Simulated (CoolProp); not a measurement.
Vapour pressure (MPa) of cyclopentane: the reference equation beside estimates from Tc = 238.6 °C, pc = 4.583 MPa, ω = 0.202. Clausius-Clapeyron is anchored at 4.95 °C with a constant enthalpy of vaporisation of 29.47 kJ/mol.

Computed with CoolProp (reference Helmholtz-energy equation of state, Gedanitz 2015).

```
T (°C)  reference  Clausius-Clapeyron  van der Waals
------  ---------  ------------------  -------------
-6.85     0.01012             0.01022         0.1662
4.95      0.01798             0.01798         0.2193
16.75     0.03027             0.03021         0.2835
28.45     0.04842             0.04855         0.3588
40.25     0.07464             0.07557         0.4477
52.05      0.1110              0.1139         0.5505
63.85      0.1599              0.1668         0.6679
75.65      0.2240              0.2381         0.8010
87.45      0.3062              0.3321         0.9503
99.25      0.4093              0.4535          1.117
111.05     0.5367              0.6074          1.301
122.85     0.6916              0.7996          1.504
134.65     0.8775               1.036          1.726
146.45      1.098               1.323          1.967
```

Absolute difference from the reference over all 14 rows, mean and median: Clausius-Clapeyron 7.3 and 5.3 %, van der Waals 459.3 and 287.6 %.
